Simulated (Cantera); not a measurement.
# c-C₄F₈ + HCl + H₂ + F₂ (fluorocarbon and chlorocarbon gases)

Feed: 1 mol c-C₄F₈, 0.54 mol HCl, 9.4 mol H₂, 1.1 mol F₂, equilibrated at 1000 Pa.

Cantera equilibrium calculation (NASA polynomials, part measured and part estimated; ideal gas, pure solids and liquids). Candidate condensed phases: C, C₆H₆, C₇H₈, C₈H₁₈; 118 gas species. The feed counts by its element totals alone. Equilibrium is a limit: real reactors are often held back by kinetics, nucleation or transport.

From 1125 °C to 2525 °C the condensed part is C(graphite). The main C-bearing gas is CH₄ at 1125 °C and C₃ at 2525 °C.

```json
[
 {"T (°C)": "1125", "x HF": "0.678", "x H₂": "0.286", "x H": "2.53e-5", "x HCl": "0.0359", "x Cl": "2.62e-6", "x F": "7.49e-10", "x C₂H₂ (acetylene)": "7.01e-7", "x C₃": "<1e-12", "n C(graphite)": "4.00"},
 {"T (°C)": "1325", "x HF": "0.678", "x H₂": "0.286", "x H": "0.000285", "x HCl": "0.0359", "x Cl": "2.83e-5", "x F": "3.60e-8", "x C₂H₂ (acetylene)": "7.70e-6", "x C₃": "<1e-12", "n C(graphite)": "4.00"},
 {"T (°C)": "1525", "x HF": "0.677", "x H₂": "0.285", "x H": "0.00188", "x HCl": "0.0357", "x Cl": "0.000180", "x F": "7.38e-7", "x C₂H₂ (acetylene)": "4.91e-5", "x C₃": "1.08e-11", "n C(graphite)": "4.00"},
 {"T (°C)": "1725", "x HF": "0.675", "x H₂": "0.281", "x H": "0.00850", "x HCl": "0.0349", "x Cl": "0.000789", "x F": "8.34e-6", "x C₂H₂ (acetylene)": "0.000213", "x C₃": "2.64e-9", "n C(graphite)": "3.99"},
 {"T (°C)": "1925", "x HF": "0.667", "x H₂": "0.268", "x H": "0.0288", "x HCl": "0.0328", "x Cl": "0.00257", "x F": "6.14e-5", "x C₂H₂ (acetylene)": "0.000678", "x C₃": "2.32e-7", "n C(graphite)": "3.98"},
 {"T (°C)": "2125", "x HF": "0.650", "x H₂": "0.237", "x H": "0.0768", "x HCl": "0.0280", "x Cl": "0.00645", "x F": "0.000333", "x C₂H₂ (acetylene)": "0.00164", "x C₃": "9.48e-6", "n C(graphite)": "3.95"},
 {"T (°C)": "2325", "x HF": "0.616", "x H₂": "0.183", "x H": "0.163", "x HCl": "0.0201", "x Cl": "0.0126", "x F": "0.00147", "x C₂H₂ (acetylene)": "0.00294", "x C₃": "0.000215", "n C(graphite)": "3.88"},
 {"T (°C)": "2525", "x HF": "0.568", "x H₂": "0.113", "x H": "0.273", "x HCl": "0.0114", "x Cl": "0.0190", "x F": "0.00573", "x C₂H₂ (acetylene)": "0.00376", "x C₃": "0.00308", "n C(graphite)": "3.62"}
]
```
x: gas mole fraction; n: condensed amount in mol.
